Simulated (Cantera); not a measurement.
A closed system holds: 1 mol Si, 2.1 mol HCl, 2.8 mol H2, at 1273.15 K and 0.133 bar.

Method: chemical equilibrium by Gibbs-energy minimisation in Cantera with the NASA 1993 tables (ideal gas, pure condensed phases). The tables' values for SiCl3 are old estimates; treat these amounts as uncertain. Equilibrium is a limit: real reactors are often held back by kinetics, nucleation or transport.

```
species       before     after
----------  --------  --------
H2             0.792     0.869
SiCl4         0.0530    0.0941
SiHCl3        0.0181    0.0352
HCl           0.0929  0.000695
SiCl2         0.0282   4.35e-7
SiCl3         0.0151   1.28e-5
SiH3Cl       1.13e-5   5.15e-6
SiH2Cl2     0.000854  0.000910
Si(s), mol     0.477     0.436
```
Gas species are given as mole fractions.

Question: What was changed between the two runs?
A. Si replaced by SiCl4
B. temperature from 1273.15 K to 1375 K
C. HCl from 2.1 to 0.69 mol
D. temperature from 1273.15 K to 723 K

Answer: D, temperature from 1273.15 K to 723 K
